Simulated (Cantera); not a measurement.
**Diamond growth**

A diamond (100) surface in a fixed gas of H2 with x(CH4) = 0.0036, x(H) = 0.00065, x(CH3) = 4.3e-05, 7.50 Torr; coverages are run to steady state.

Cantera simulation using the Harris–Goodwin 1993 mechanism for the reconstructed diamond (100) surface; the numbers are that mechanism's predictions, not measurements.

```tsv
T (K)	growth (µm/h)	θ c6HH	θ c6H*	θ c6*H	θ c6**	θ c6HM
900	0.114	0.653	0.00981	0.275	0.00389	0.0471
950	0.119	0.622	0.0135	0.320	0.00588	0.0297
1000	0.0890	0.591	0.0178	0.364	0.00839	0.0137
1050	0.0509	0.559	0.0224	0.400	0.0112	0.00470
1100	0.0302	0.527	0.0271	0.429	0.0142	0.00143
1150	0.0235	0.499	0.0318	0.451	0.0170	0.000432
1200	0.0228	0.477	0.0364	0.466	0.0195	0.000135
1250	0.0215	0.460	0.0409	0.477	0.0216	4.29e-5
1300	0.0156	0.450	0.0451	0.482	0.0232	1.39e-5
1350	0.00824	0.444	0.0489	0.483	0.0242	4.83e-6
1400	0.00362	0.442	0.0525	0.480	0.0248	1.85e-6
```
θ: site fractions in the mechanism's names (c6HH fully hydrogenated, c6H* and c6*H radical sites, c6** diradical, c6HM methylated).
